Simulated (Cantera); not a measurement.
Adiabatic ignition

An adiabatic, constant-volume homogeneous reactor starts with 25.0 % H2, 6.25 % O2, 68.8 % N2, equivalence ratio 2.0, at 1773 K and 180 Torr.

Detailed kinetics in Cantera: the H2/O2 subset of GRI-Mech 3.0, which has no nitrogen chemistry.

```json
[
 {"t (s)": "4.00e-6", "T (K)": "1773", "P (bar)": "0.240", "x H2": "0.250", "x O2": "0.0625", "x H2O": "7.45e-7", "x O": "1.54e-7", "x H2O2": "2.24e-8", "x OH": "1.84e-7", "x HO2": "1.48e-6"},
 {"t (s)": "1.23e-5", "T (K)": "1773", "P (bar)": "0.240", "x H2": "0.250", "x O2": "0.0625", "x H2O": "2.01e-5", "x O": "1.82e-6", "x H2O2": "1.01e-7", "x OH": "2.15e-6", "x HO2": "4.21e-6"},
 {"t (s)": "3.78e-5", "T (K)": "1779", "P (bar)": "0.241", "x H2": "0.238", "x O2": "0.0577", "x H2O": "0.00826", "x O": "0.000598", "x H2O2": "4.72e-8", "x OH": "0.000699", "x HO2": "2.96e-6"},
 {"t (s)": "0.000116", "T (K)": "1903", "P (bar)": "0.257", "x H2": "0.0954", "x O2": "0.00294", "x H2O": "0.105", "x O": "0.00611", "x H2O2": "6.55e-8", "x OH": "0.00840", "x HO2": "3.02e-7"},
 {"t (s)": "0.000357", "T (K)": "2046", "P (bar)": "0.274", "x H2": "0.101", "x O2": "0.00230", "x H2O": "0.108", "x O": "0.00503", "x H2O2": "4.06e-8", "x OH": "0.00902", "x HO2": "2.40e-7"},
 {"t (s)": "0.00110", "T (K)": "2292", "P (bar)": "0.302", "x H2": "0.111", "x O2": "0.00129", "x H2O": "0.114", "x O": "0.00299", "x H2O2": "1.88e-8", "x OH": "0.00891", "x HO2": "1.75e-7"},
 {"t (s)": "0.00337", "T (K)": "2538", "P (bar)": "0.329", "x H2": "0.121", "x O2": "0.000471", "x H2O": "0.122", "x O": "0.00114", "x H2O2": "1.18e-8", "x OH": "0.00676", "x HO2": "1.37e-7"},
 {"t (s)": "0.0103", "T (K)": "2607", "P (bar)": "0.336", "x H2": "0.123", "x O2": "0.000297", "x H2O": "0.124", "x O": "0.000723", "x H2O2": "1.09e-8", "x OH": "0.00569", "x HO2": "1.15e-7"},
 {"t (s)": "0.0318", "T (K)": "2608", "P (bar)": "0.336", "x H2": "0.123", "x O2": "0.000295", "x H2O": "0.124", "x O": "0.000719", "x H2O2": "1.09e-8", "x OH": "0.00568", "x HO2": "1.15e-7"},
 {"t (s)": "0.0976", "T (K)": "2608", "P (bar)": "0.336", "x H2": "0.123", "x O2": "0.000295", "x H2O": "0.124", "x O": "0.000719", "x H2O2": "1.09e-8", "x OH": "0.00568", "x HO2": "1.15e-7"},
 {"t (s)": "0.300", "T (K)": "2608", "P (bar)": "0.336", "x H2": "0.123", "x O2": "0.000295", "x H2O": "0.124", "x O": "0.000719", "x H2O2": "1.09e-8", "x OH": "0.00568", "x HO2": "1.15e-7"}
]
```
x: mole fraction; the columns are a selection and need not sum to one.

| Item | Result |
|---|---|
| time of steepest temperature rise | 48.9 µs |
| temperature at 0.300 s | 2608 K |
| equilibrium temperature | 2608 K |
| x(H2) at 0.300 s | 0.123 (gas-phase equilibrium 0.123) |
| x(O2) at 0.300 s | 0.000295 (gas-phase equilibrium 0.000295) |
| x(H2O) at 0.300 s | 0.124 (gas-phase equilibrium 0.124) |
